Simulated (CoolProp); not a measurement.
Vapour-liquid equilibrium of R1234yf (1) + R227EA (2) at -2.55 °C; x and y are mole fractions of (1).

The numbers come from the multi-fluid Helmholtz-energy mixture model, Lemmon 2022 and Lemmon 2016; pair parameters Bell 2016 in CoolProp.

```
x      bubble pressure, mixture model (kPa)  bubble pressure, Raoult's law (kPa)  y, mixture model  y, Raoult's law
-----  ------------------------------------  -----------------------------------  ----------------  ---------------
0.05                                  183.3                                183.0             0.078            0.079
0.125                                 191.9                                191.4             0.185            0.189
0.2                                   200.5                                199.8             0.283            0.290
0.275                                 208.9                                208.2             0.373            0.382
0.35                                  217.2                                216.6             0.457            0.468
0.425                                 225.5                                225.0             0.535            0.547
0.5                                   233.7                                233.4             0.608            0.620
0.575                                 242.0                                241.8             0.676            0.688
0.65                                  250.3                                250.2             0.741            0.752
0.725                                 258.6                                258.6             0.802            0.811
0.8                                   266.9                                267.0             0.860            0.867
0.875                                 275.3                                275.4             0.915            0.919
0.95                                  283.8                                283.8             0.967            0.969
```

The largest gap from Raoult's law is +0.4 % in bubble pressure, at x = 0.2. No azeotrope shows between x = 0.05 and 0.95.

The pair parameters rest on a limited set of measurements; away from them the model extrapolates.
